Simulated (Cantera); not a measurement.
Mixture: 4.17 % CH3OH, 14.5 % O2, 81.3 % N2, equivalence ratio 0.43, at 19.7 atm, adiabatic and at constant volume. Ignition delay is the time to a rise of 400 K.

Model: GRI-Mech 3.0 (53 species, 325 reactions), integrated in Cantera. GRI-Mech 3.0 was tuned for natural gas; its chemistry of methanol as a main component is partial and can be far from experiment. The pressure lies above the range GRI-Mech 3.0 was tuned for (to about 10 atm).

### Question
Predict: delay at 1323 K; delay at 1373 K; delay at 1423 K; delay at 1473 K; delay at 1523 K; delay at 1573 K; delay at 1623 K; apparent activation energy between 1523 and 1623 K.

### Answer
| Quantity | Result |
|---|---|
| delay at 1323 K | 0.191 ms |
| delay at 1373 K | 0.101 ms |
| delay at 1423 K | 56.9 µs |
| delay at 1473 K | 33.9 µs |
| delay at 1523 K | 21.1 µs |
| delay at 1573 K | 13.8 µs |
| delay at 1623 K | 9.31 µs |
| apparent activation energy between 1523 and 1623 K | 170 kJ/mol |
